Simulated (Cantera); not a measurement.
A perfectly stirred reactor is fed with 20.1 % CH₃OH, 16.8 % O₂, 63.1 % N₂, at 750 Torr; it is adiabatic with a 550 K inlet, and is followed from long to short residence time, starting on the burning branch (τ in s: 0.25, 0.08, 0.025, 0.0081, 0.0026, 0.00082, 0.00026, 8.3e-05, 2.7e-05).

Computed with Cantera and GRI-Mech 3.0 (53 species, 325 reactions). GRI-Mech 3.0 was tuned for natural gas; its chemistry of methanol as a main component is partial and can be far from experiment.

One state of this run: T (K) = 1884; x CH₃OH = 7.51e-5; x O₂ = 0.00161; x CO = 0.111; x NO = 5.12e-5; x HCN = 2.58e-5; x O = 0.000138. x: mole fraction; the columns are a selection and need not sum to one.

Question: Which value of τ (s) does it belong to?
A) 0.00082
B) 2.7e-5
C) 0.25
D) 0.0026

Answer: A, 0.00082
